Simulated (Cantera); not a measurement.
A Cantera script and what it prints.

```python
import numpy as np
import cantera as ct

gas_names = """
    AL ALCL ALCL2 ALCL3 ALH AL2 AL2CL6 CL CL2 H HCL H2
""".split()
cond_names = """
    AL(cr) AL(L) ALCL3(s) ALCL3(L)
""".split()


# ... load() reads the species with a 1 bar reference pressure and builds the phases ...
atoms = {
    'AlCl3': {'AL': 1, 'CL': 3},
    'HCl': {'H': 1, 'CL': 1},
    'H2': {'H': 2},
}
top_T = {}  # K; cautious upper limits of use, not melting points


# ... equilibrate(T, P, feed) seeds the gas with the atoms and calls Mixture.equilibrate('TP', solver="vcs", rtol=1e-11, max_steps=5000) ...
results = []
T = 1225  # K
P = 190  # Pa
for m in [2.3, 2.8, 3.4, 4.2, 5.2, 6.4, 7.8, 9.6, 12, 14, 18]:
    feed = {'AlCl3': 1, 'HCl': 0.79, 'H2': m}  # mol
    mix = equilibrate(T, P, feed)
    results.append((T, P, feed, dict(zip(mix.species_names, mix.species_moles))))

top = {s: max(r[3][s] / sum(r[3][g] for g in gas_names) for r in results) for s in gas_names}
cols = sorted((s for s in top if top[s] > 1e-06), key=lambda s: -top[s])[:9]
seen = [c for c in cond_names if any(r[3].get(c, 0) > 1e-12 for r in results)]
print("log10 of partial pressures in bar; condensed amounts in mol")
print(f"{'n(H2)':>10s}" + "".join(f"{s[:9]:>10s}" for s in cols + seen))
for T, P, feed, n in results:
    ng = sum(n[g] for g in gas_names)
    print(f"{feed['H2']:10.4g}" + "".join(f"{np.log10(max(n[s] / ng * P / 1e5, 1e-99)):10.3f}" for s in cols)
          + "".join(f"{n.get(c, 0):10.4g}" for c in seen))
```

It prints:

```
log10 of partial pressures in bar; condensed amounts in mol
     n(H2)        H2     ALCL3       HCL     ALCL2      ALCL         H        CL
       2.3    -2.972    -3.336    -3.432    -5.649    -6.516    -7.992    -8.518
       2.8    -2.937    -3.386    -3.482    -5.632    -6.433    -7.975    -8.585
       3.4    -2.906    -3.440    -3.534    -5.618    -6.351    -7.959    -8.653
       4.2    -2.876    -3.503    -3.595    -5.605    -6.262    -7.945    -8.728
       5.2    -2.851    -3.571    -3.661    -5.595    -6.174    -7.932    -8.807
       6.4    -2.829    -3.641    -3.728    -5.588    -6.089    -7.921    -8.884
       7.8    -2.812    -3.712    -3.793    -5.583    -6.010    -7.912    -8.959
       9.6    -2.797    -3.788    -3.865    -5.581    -5.929    -7.905    -9.038
        12    -2.783    -3.874    -3.942    -5.583    -5.846    -7.898    -9.122
        14    -2.775    -3.936    -3.997    -5.586    -5.790    -7.894    -9.181
        18    -2.764    -4.039    -4.085    -5.595    -5.706    -7.888    -9.275
```

Method: chemical equilibrium by Gibbs-energy minimisation in Cantera with the NASA 1993 tables (ideal gas, pure condensed phases). The tables' values for AlCl2 are old estimates; treat these amounts as uncertain.
